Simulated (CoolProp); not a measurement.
Values from CoolProp's reference Helmholtz-energy equation of state, Thol 2015.

Task: For octamethylcyclotetrasiloxane (D4), give the phase and the density (kg/m³), cp (kJ/(kg K)), cv (kJ/(kg K)), expansivity (1/kK) at 411.7 K and 101 kPa; 457.7 K and 101 kPa.

Result: 
- 411.7 K and 101 kPa: liquid; density 815, cp 1.90, cv 1.62, expansivity 1.58
- 457.7 K and 101 kPa: gas; density 8.47, cp 1.72, cv 1.68, expansivity 2.85
